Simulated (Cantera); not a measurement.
Premixed flame

A freely propagating, adiabatic, planar premixed flame of 19.1 % CO, 5.15 % H2, 15.9 % O2, 59.9 % N2, equivalence ratio 0.76, unburnt at 375 K and 1350 Torr; multicomponent transport, grid criteria slope 0.08 and curve 0.16, no radiation.

Cantera simulation using GRI-Mech 3.0 (53 species, 325 reactions); the numbers are that mechanism's predictions, not measurements. Burning velocities carry a grid error of a few per cent, more on coarse grids.

| z (mm) | T (K) | u (m/s) | x CO | x H2 | x O2 | x NO | x NO2 | x N2O |
|---|---|---|---|---|---|---|---|---|
| -0.999 | 375 | 0.599 | 0.191 | 0.0513 | 0.159 | <1e-8 | <1e-8 | <1e-8 |
| -0.666 | 375 | 0.599 | 0.191 | 0.0507 | 0.159 | <1e-8 | <1e-8 | <1e-8 |
| -0.500 | 375 | 0.599 | 0.191 | 0.0497 | 0.160 | <1e-8 | <1e-8 | <1e-8 |
| -0.333 | 378 | 0.601 | 0.192 | 0.0463 | 0.160 | <1e-8 | <1e-8 | <1e-8 |
| -0.167 | 461 | 0.725 | 0.190 | 0.0338 | 0.159 | 5.91e-8 | 8.71e-8 | <1e-8 |
| -0.0833 | 789 | 1.22 | 0.173 | 0.0216 | 0.146 | 9.43e-7 | 3.46e-8 | 3.30e-8 |
| 0 | 1224 | 1.86 | 0.134 | 0.00949 | 0.117 | 3.69e-6 | <1e-8 | 1.63e-7 |
| 0.0833 | 1514 | 2.26 | 0.0934 | 0.00355 | 0.0889 | 8.83e-6 | <1e-8 | 3.62e-7 |
| 0.167 | 1682 | 2.47 | 0.0666 | 0.00257 | 0.0743 | 1.46e-5 | 1.18e-8 | 4.60e-7 |
| 0.333 | 1857 | 2.69 | 0.0442 | 0.00234 | 0.0635 | 2.40e-5 | 1.70e-8 | 5.12e-7 |
| 0.666 | 2002 | 2.87 | 0.0313 | 0.00171 | 0.0575 | 3.67e-5 | 2.71e-8 | 5.87e-7 |
| 1.33 | 2108 | 3.00 | 0.0212 | 0.00108 | 0.0532 | 5.62e-5 | 4.58e-8 | 6.47e-7 |
| 2.66 | 2181 | 3.09 | 0.0133 | 0.000645 | 0.0498 | 8.75e-5 | 7.53e-8 | 6.11e-7 |
x: mole fraction of selected species; z is measured from the peak of heat release.

```json
{
  "laminar_burning_velocity": "60.0 cm/s",
  "thermal_thickness": "0.333 mm",
  "grid_points": "113"
}
```
